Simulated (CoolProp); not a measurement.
Vapour pressure (MPa) of dimethyl carbonate: the reference equation beside estimates from Tc = 283.9 °C, pc = 4.909 MPa, ω = 0.346. Clausius-Clapeyron is anchored at 115.35 °C with a constant enthalpy of vaporisation of 32.20 kJ/mol.

Values from CoolProp's reference Helmholtz-energy equation of state, Zhou 2011.

| T (°C) | reference | Lee-Kesler | Clausius-Clapeyron | Redlich-Kwong | Peng-Robinson |
|---|---|---|---|---|---|
| 115.35 | 0.2130 | 0.2129 | 0.2130 | 0.4164 | 0.2125 |
| 136.75 | 0.3680 | 0.3718 | 0.3584 | 0.6457 | 0.3690 |
| 158.25 | 0.5991 | 0.6097 | 0.5740 | 0.9545 | 0.6043 |
| 179.65 | 0.9254 | 0.9452 | 0.8773 | 1.352 | 0.9386 |
| 201.15 | 1.374 | 1.405 | 1.293 | 1.852 | 1.400 |
| 222.55 | 1.969 | 2.011 | 1.839 | 2.461 | 2.013 |
| 244.05 | 2.752 | 2.802 | 2.545 | 3.196 | 2.814 |
| 265.45 | 3.768 | 3.814 | 3.427 | 4.057 | 3.831 |

Absolute difference from the reference over all 8 rows, mean and median: Lee-Kesler 1.6 and 1.8 %, Clausius-Clapeyron 5.1 and 5.5 %, Redlich-Kwong 45.0 and 40.4 %, Peng-Robinson 1.4 and 1.5 %.
